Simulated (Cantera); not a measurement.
# MgCO3 + SO2 + CO2 (roasting and sulfation)

A closed system holds: 1 mol MgCO3, 0.053 mol SO2, 0.041 mol CO2, at 2700 Torr.

Cantera equilibrium calculation (NASA polynomials, part measured and part estimated; ideal gas, pure solids and liquids). Candidate condensed phases: C, Mg, MgCO3, MgO, MgS, MgSO4, S; 26 gas species. Rates play no part.

From 1375 K to 1775 K the condensed part is MgO(s).

```json
[
 {"T (K)": "1375", "x CO2": "0.951", "x SO2": "0.0484", "x CO": "7.08e-5", "x O2": "2.01e-5", "x SO3": "3.09e-5", "x SO": "2.21e-7", "x O": "1.50e-9", "n MgO(s)": "1.00"},
 {"T (K)": "1425", "x CO2": "0.951", "x SO2": "0.0484", "x CO": "0.000116", "x O2": "4.17e-5", "x SO3": "3.32e-5", "x SO": "3.88e-7", "x O": "4.72e-9", "n MgO(s)": "1.00"},
 {"T (K)": "1475", "x CO2": "0.951", "x SO2": "0.0484", "x CO": "0.000190", "x O2": "7.80e-5", "x SO3": "3.45e-5", "x SO": "6.73e-7", "x O": "1.34e-8", "n MgO(s)": "1.00"},
 {"T (K)": "1525", "x CO2": "0.951", "x SO2": "0.0484", "x CO": "0.000305", "x O2": "0.000135", "x SO3": "3.52e-5", "x SO": "1.15e-6", "x O": "3.47e-8", "n MgO(s)": "1.00"},
 {"T (K)": "1575", "x CO2": "0.951", "x SO2": "0.0484", "x CO": "0.000479", "x O2": "0.000223", "x SO3": "3.56e-5", "x SO": "1.90e-6", "x O": "8.42e-8", "n MgO(s)": "1.00"},
 {"T (K)": "1625", "x CO2": "0.950", "x SO2": "0.0484", "x CO": "0.000736", "x O2": "0.000352", "x SO3": "3.58e-5", "x SO": "3.07e-6", "x O": "1.92e-7", "n MgO(s)": "1.00"},
 {"T (K)": "1675", "x CO2": "0.950", "x SO2": "0.0484", "x CO": "0.00110", "x O2": "0.000537", "x SO3": "3.58e-5", "x SO": "4.84e-6", "x O": "4.17e-7", "n MgO(s)": "1.00"},
 {"T (K)": "1725", "x CO2": "0.949", "x SO2": "0.0484", "x CO": "0.00162", "x O2": "0.000796", "x SO3": "3.58e-5", "x SO": "7.45e-6", "x O": "8.63e-7", "n MgO(s)": "1.00"},
 {"T (K)": "1775", "x CO2": "0.948", "x SO2": "0.0483", "x CO": "0.00233", "x O2": "0.00115", "x SO3": "3.58e-5", "x SO": "1.12e-5", "x O": "1.71e-6", "n MgO(s)": "1.00"}
]
```
x: gas mole fraction; n: condensed amount in mol.
